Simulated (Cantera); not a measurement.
Cantera run:

```python
import numpy as np
import cantera as ct

gas_names = """
    CL CL2 H HCL H2 N NH NH2 NH3 N2 N2H2 N2H4 Si SiCL SiCL2 SiCL3 SiCL4 SiH SiHCL3 SiH2 SiH2CL2 SiH3
    SiH3CL SiH4 SiN Si2 Si2N Si3
""".split()
cond_names = """
    NH4CL(a) NH4CL(b) Si(cr) Si(L) Si3N4(a)
""".split()


def load(file, names, dense=False):
    # The tables refer to 1 bar. Condensed volumes are neglected.
    table = {s.name: s for s in ct.Species.list_from_file(file)}
    out = []
    for n in names:
        d = dict(table[n].input_data)
        d["thermo"] = dict(d["thermo"], **{"reference-pressure": 1e5})
        if dense:
            d["equation-of-state"] = {"model": "constant-volume", "density": "1e6 g/cm^3"}
        out.append(ct.Species.from_dict(d))
    return out


gas = ct.Solution(thermo="ideal-gas", species=load("nasa_gas.yaml", gas_names))
cond = {s.name: ct.Solution(thermo="fixed-stoichiometry", species=[s], name=s.name)
        for s in load("nasa_condensed.yaml", cond_names, dense=True)}
atoms = {
    'SiH2Cl2': {'Si': 1, 'H': 2, 'CL': 2},
    'NH3': {'N': 1, 'H': 3},
    'N2': {'N': 2},
}
top_T = {'Si3N4(a)': 2400}  # K; cautious upper limits of use, not melting points


def equilibrate(T, P, feed):
    n = {}
    for name, mol in feed.items():
        for a, k in atoms[name].items():
            n[a] = n.get(a, 0.0) + k * mol
    gas.TPX = T, P, n
    mass = sum(n.values()) * gas.mean_molecular_weight
    gas.equilibrate("TP")
    valid = [c for c in cond.values() if c.min_temp <= T <= top_T.get(c.name, c.max_temp)]
    mix = ct.Mixture([(gas, mass / gas.mean_molecular_weight)] + [(c, 0.0) for c in valid])
    mix.T, mix.P = T, P
    mix.equilibrate("TP", solver="vcs", rtol=1e-11, max_steps=5000)
    return mix


results = []
feed = {'SiH2Cl2': 1, 'NH3': 0.12, 'N2': 10}  # mol
T = 2123.15  # K
P = 12000  # Pa
mix = equilibrate(T, P, feed)
results.append((T, P, feed, dict(zip(mix.species_names, mix.species_moles))))
print(gas.report(threshold=1e-06))
for i in range(1, mix.n_phases):
    print(f"{mix.phase(i).name:16s} {mix.phase_moles(i):12.5e} mol")
```

Output:

```
       temperature   2123.2 K
          pressure   12000 Pa
           density   0.020803 kg/m^3
  mean mol. weight   30.602 kg/kmol
   phase of matter   gas

                          1 kg             1 kmol
                     ---------------   ---------------
          enthalpy        1.6516e+06        5.0542e+07  J
   internal energy        1.0747e+06        3.2889e+07  J
           entropy            9165.8        2.8049e+05  J/K
    Gibbs function       -1.7809e+07       -5.4498e+08  J
 heat capacity c_p            1218.3             37282  J/K
 heat capacity c_v             946.6             28968  J/K

                      mass frac. Y      mole frac. X     chem. pot. / RT
                     ---------------   ---------------   ---------------
                CL         0.0014567         0.0012575           -24.764
                 H        9.1836e-05         0.0027881            -12.21
               HCL          0.052968           0.04446           -36.973
                H2         0.0047657          0.072341           -24.419
                N2           0.74927           0.81849           -29.465
                Si         0.0013023          0.001419           -6.2232
              SiCL         0.0028666         0.0013807           -30.987
             SiCL2           0.18456          0.057057            -55.75
             SiCL3         0.0021948         0.0004996           -80.514
             SiCL4        2.3393e-05        4.2139e-06           -105.28
               SiH        6.4942e-05         6.831e-05           -18.433
            SiHCL3        1.4891e-05        3.3645e-06           -92.724
              SiH2        1.4607e-05         1.485e-05           -30.642
               SiN        0.00012077        8.7805e-05           -20.955
               Si2        3.5662e-05        1.9429e-05           -12.446
              Si2N        0.00023699        0.00010334           -27.179
               Si3        1.0816e-05        3.9286e-06            -18.67
     [  +11 minor]        2.2025e-06        7.7103e-07

Si(L)             2.52882e-01 mol
Si3N4(a)          0.00000e+00 mol
```

Cantera equilibrium calculation (NASA polynomials, part measured and part estimated; ideal gas, pure solids and liquids). The tables' values for SiCl, SiCl3, SiN are old estimates; treat these amounts as uncertain. Gases not in the tables: Si2H6 and higher silanes.
